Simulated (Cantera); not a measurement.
Feed: 1 mol HMDSO, 0.4 mol N2O, 0.26 mol H2, 4.7 mol NO, at 0.000530 bar.

Cantera equilibrium calculation (NASA polynomials, part measured and part estimated; ideal gas, pure solids and liquids). Candidate condensed phases: C, C6H6, C7H8, C8H18, H2O, Si, SiC, SiO2, Si2N2O, Si3N4; 151 gas species. The feed counts by its element totals alone. Mutual solubility and eutectic melting of coexisting phases are not modelled. Gases not in the tables: Si2H6 and higher silanes. The numbers say what is thermodynamically allowed, not how fast it happens.

### Question
What share of the Si ends up in condensed phases as a function of T (K), at 1450, 1550, 1650, 1750, 1850, 1950, 2050?

### Answer
```csv
T (K),Si condensed (%),as
1450,95.1,SiC(s) + Si2N2O(s)
1550,47.5,SiC(s)
1650,47.4,SiC(s)
1750,47.2,SiC(s)
1850,46.3,SiC(s)
1950,42.2,SiC(s)
2050,28.0,SiC(s)
```
